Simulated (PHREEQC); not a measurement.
A solution holds 0.0085 mol H2SO4 and 0.0043 mol CuCl2 per kg of water, at 25 °C. Closed to the air; pH follows from the charge balance.

Model: ion-association model, wateq4f.dat, run in PHREEQC.

```json
[
 {"quantity": "pH", "before": "1.92", "after": "2.04"},
 {"quantity": "ionic strength (mol/kgw)", "before": "0.0283", "after": "0.0291"},
 {"quantity": "SO4-2 (mol/kgw)", "before": "0.00438", "after": "0.00484"},
 {"quantity": "HSO4- (mol/kgw)", "before": "0.00323", "after": "0.00266"}
]
```

Q: Which change was made?
A) CuCl2 from 0.0043 to 0.043 mol/kgw
B) CuCl2 replaced by SrCl2 at the same molality
C) diluted 2-fold with water
D) CuCl2 replaced by CdCl2 at the same molality
E) 0.002 mol/kgw Na2B4O7 added

A: E, 0.002 mol/kgw Na2B4O7 added

No solid was allowed to form.
